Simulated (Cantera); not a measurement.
Cantera run:

```python
import numpy as np
import cantera as ct

gas_names = """
    H HO2 H2 H2O H2O2 O OH O2 O3 Ti TiO TiO2
""".split()
cond_names = """
    H2O(s) H2O(L) Ti(a) Ti(b) Ti(L) TiO(a) TiO(b) TiO(L) TiO2(ru) TiO2(L) Ti2O3(a) Ti2O3(b) Ti2O3(L)
    Ti3O5(a) Ti3O5(b) Ti3O5(L) Ti4O7(s) Ti4O7(L)
""".split()


# ... load() reads the species with a 1 bar reference pressure and builds the phases ...
atoms = {
    'TiO2': {'Ti': 1, 'O': 2},
    'H2': {'H': 2},
}
top_T = {}  # K; cautious upper limits of use, not melting points


# ... equilibrate(T, P, feed) seeds the gas with the atoms and calls Mixture.equilibrate('TP', solver="vcs", rtol=1e-11, max_steps=5000) ...
results = []
feed = {'TiO2': 1, 'H2': 340}  # mol
P = 66  # Pa
for T in [1150, 1200, 1250, 1300, 1350, 1400, 1450, 1500, 1550, 1600, 1650]:
    mix = equilibrate(T, P, feed)
    results.append((T, P, feed, dict(zip(mix.species_names, mix.species_moles))))

top = {s: max(r[3][s] / sum(r[3][g] for g in gas_names) for r in results) for s in gas_names}
cols = sorted((s for s in top if top[s] > 1e-05), key=lambda s: -top[s])[:7]
seen = [c for c in cond_names if any(r[3].get(c, 0) > 1e-12 for r in results)]
print("log10 of partial pressures in bar; condensed amounts in mol")
print(f"{'T/K':>10s}" + "".join(f"{s[:9]:>10s}" for s in cols + seen))
for T, P, feed, n in results:
    ng = sum(n[g] for g in gas_names)
    print(f"{T:10.4g}" + "".join(f"{np.log10(max(n[s] / ng * P / 1e5, 1e-99)):10.3f}" for s in cols)
          + "".join(f"{n.get(c, 0):10.4g}" for c in seen))
```

Result:

```
log10 of partial pressures in bar; condensed amounts in mol
       T/K        H2         H       H2O  TiO2(ru)  Ti3O5(b)  Ti4O7(s)
      1150    -3.181    -8.718    -6.407    0.1929         0    0.2018
      1200    -3.181    -8.295    -6.314         0         0      0.25
      1250    -3.181    -7.906    -6.314         0         0      0.25
      1300    -3.181    -7.547    -6.314         0         0      0.25
      1350    -3.181    -7.213    -6.189         0    0.3333         0
      1400    -3.181    -6.903    -6.189         0    0.3333         0
      1450    -3.181    -6.615    -6.189         0    0.3333         0
      1500    -3.181    -6.345    -6.189         0    0.3333         0
      1550    -3.181    -6.092    -6.189         0    0.3333         0
      1600    -3.182    -5.856    -6.190         0    0.3333         0
      1650    -3.182    -5.633    -6.190         0    0.3333         0
```

Method: chemical equilibrium by Gibbs-energy minimisation in Cantera with the NASA 1993 tables (ideal gas, pure condensed phases). Mutual solubility and eutectic melting of coexisting phases are not modelled. Condensed phases not in the tables: Magnéli phases beyond Ti4O7.
